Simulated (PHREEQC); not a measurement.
Model water analysis in mg/kgw, 20 °C, pH 6.94, pe 8.9: Na 2930; K 314; Ca 179; Mg 135; Cl 4290; S(6) as SO4 1590; Alkalinity as HCO3 0.0523; F 5.7.

Valence states are taken as typed.

Equilibrium calculation in PHREEQC: ion-association model, wateq4f.dat.

This is a speciation only: nothing precipitates in the calculation.

Problem. Order these F species by the share of F that they hold, largest first: MgF+, NaF, CaF+, F-.

Solution. F- (88 %), MgF+ (8.1 %), NaF (3.3 %), CaF+ (0.79 %)

The pH is 6.94 and the ionic strength 0.168 mol/kgw. Saturation is exceeded, for instance for Fluorite; the values hold only as long as no solid forms.
